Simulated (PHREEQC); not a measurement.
PHREEQC input (ion-association model, wateq4f.dat):

```
SOLUTION_MASTER_SPECIES
  Tma  Tma+  0  Tma  74.145  # tetramethylammonium, taken as a free cation
SOLUTION_SPECIES
  Tma+ = Tma+
    -log_k 0
    -gamma 4.0 0
SOLUTION 1
  temp 25
  units mol/kgw
  pH 7 charge
  Tma 0.031
  C(4) 0.0009
  Na 0.0018
SOLUTION 2
  temp 25
  units mol/kgw
  pH 7 charge
  F 0.1804
  Tma 0.0004
END
SELECTED_OUTPUT 1
  -reset false
  -pH true
  -pe true
  -ionic_strength true
  -water true
  -totals C F Na Tma C(-4) C(4)
  -molalities H+ CO3-2 F- Na+ CO2 HCO3- NaCO3- NaHCO3 O2 OH-
    HF HF2- H2F2 NaF Tma+
  -equilibrium_phases Nahcolite Natron
PRINT
  -reset false
MIX 1
  1 1
  2 0
EQUILIBRIUM_PHASES 1
  Nahcolite 0 0
  Natron 0 0
  O2(g) -0.68 10
END
# ... the last block is repeated for the other 10 points of share of solution B
```

Selected output (columns that matter, 11 of 11 rows; share of solution B added in front):

```
share of solution B	pH	mu	C	F	Na	Tma	m_H+	m_CO3-2	m_F-	m_Na+	m_CO2	m_OH-	m_HF	m_HF2-
0	12.414	0.033665	0.0009	0	0.0018	0.031	4.4311e-13	0.00088036	0	0.0017848	3.2492e-12	0.031004	0	0
0.1	11.922	0.030311	0.00080974	0.018034	0.0016195	0.027931	1.3696e-12	0.00078478	0.018022	0.0015953	2.8671e-11	0.0099093	2.7089e-11	1.8863e-12
0.2	3.5959	0.026581	0.00071967	0.036063	0.0014393	0.024869	0.00028853	4.242e-13	0.025756	0.001424	0.0007182	4.634e-11	0.0082848	0.00082376
0.3	3.0549	0.024057	0.00062975	0.054098	0.0012595	0.021811	0.0009984	3.0065e-14	0.021962	0.0012479	0.00062938	1.3243e-11	0.024729	0.0020954
0.4	2.7878	0.021663	0.00053981	0.072135	0.0010796	0.018754	0.0018387	7.3557e-15	0.018803	0.001071	0.00053964	7.1094e-12	0.039451	0.0028604
0.5	2.5977	0.019425	0.00044987	0.090174	0.00089974	0.015695	0.0028356	2.4937e-15	0.016138	0.00089347	0.00044978	4.5571e-12	0.05284	0.0032865
0.6	2.4445	0.017369	0.00035992	0.10822	0.00071983	0.012637	0.0040164	9.6232e-16	0.013884	0.00071546	0.00035987	3.1809e-12	0.065148	0.0034846
0.7	2.3136	0.01552	0.00026995	0.12626	0.00053991	0.0095783	0.005405	3.8602e-16	0.011987	0.00053704	0.00026993	2.3376e-12	0.07655	0.0035334
0.8	2.1984	0.013894	0.00017998	0.1443	0.00035996	0.0065193	0.0070168	1.4813e-16	0.010403	0.00035828	0.00017997	1.7818e-12	0.087178	0.003491
0.9	2.0957	0.012494	8.9995e-05	0.16235	0.00017999	0.0034598	0.0088551	4.5211e-17	0.0090947	0.00017925	8.9989e-05	1.3981e-12	0.097137	0.0033995
1	2.0034	0.01131	0	0.1804	0	0.0004	0.01091	0	0.0080225	0	0	1.1248e-12	0.10652	0.0032873
```

(CH3)4N+ isn't in the database: it is added as a free cation with an ion size of 4 Å. wateq4f.dat counts part of the HF as a dimer, H2F2, which phreeqc.dat doesn't know; its constant is uncertain.
